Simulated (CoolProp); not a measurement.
Vapour-liquid equilibrium of propylene (1) + dimethyl ether (2) at 0.633 MPa; x and y are mole fractions of (1).

The numbers come from the multi-fluid Helmholtz-energy mixture model, Lemmon 2013 and Wu 2011; pair parameters Bell 2016 in CoolProp.

### Question
Give the bubble temperature and the first vapour's composition at x = 0.55, 0.65, 0.75. Is there an azeotrope?

### Answer
x = 0.55: 10.4 °C, y = 0.695; x = 0.65: 8.4 °C, y = 0.770; x = 0.75: 6.6 °C, y = 0.838. No azeotrope shows between x = 0.05 and 0.95.

The pair parameters rest on a limited set of measurements; away from them the model extrapolates.
